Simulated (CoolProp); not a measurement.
A closed Brayton cycle with carbon dioxide: compressor inlet 320.15 K and 9 MPa, high pressure 17.4 MPa, turbine inlet 970 K, compressor efficiency 0.85, turbine efficiency 0.85, recuperator effectiveness 0.95 (on enthalpy, no pinch check). Each further row changes one setting.

Model: reference Helmholtz-energy equation of state, Span 1996, in CoolProp.

```tsv
case	thermal efficiency (%)	net work (kJ/kg)	compressor to turbine work	compressor exit (K)	turbine exit (K)
as stated	35.9	74.0	0.26	366.5	886.1
turbine inlet 920 K	34.7	68.6	0.27	366.5	839.0
compressor inlet 330.15 K	35.8	68.0	0.32	[?]	886.1
high pressure 14.8 MPa	[?]	57.5	0.25	355.0	[?]
recuperator effectiveness 0.5	15.3	74.0	0.26	366.5	886.1
```

**Question.** What belongs in the gaps?

**Answer.** 
- compressor inlet 330.15 K, compressor exit (K): 384.3
- high pressure 14.8 MPa, thermal efficiency (%): 33.1
- high pressure 14.8 MPa, turbine exit (K): 906.3
